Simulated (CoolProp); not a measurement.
Vapour-liquid equilibrium of CH2F2 (R32) (1) + R1234ze(E) (2) at 5.08 bar; x and y are mole fractions of (1).

Model: multi-fluid Helmholtz-energy mixture model, Tillner-Roth 1997 and Thol 2016; pair parameters Bell 2023, in CoolProp.

Question: Give the bubble temperature and the first vapour's composition at x = 0.65, 0.75, 0.95. Is there an azeotrope?

Answer: x = 0.65: -6.0 °C, y = 0.851; x = 0.75: -8.5 °C, y = 0.898; x = 0.95: -12.9 °C, y = 0.981. No azeotrope shows between x = 0.05 and 0.95.

Pair parameters are fitted to limited data, so mixtures are less certain than the pure fluids.
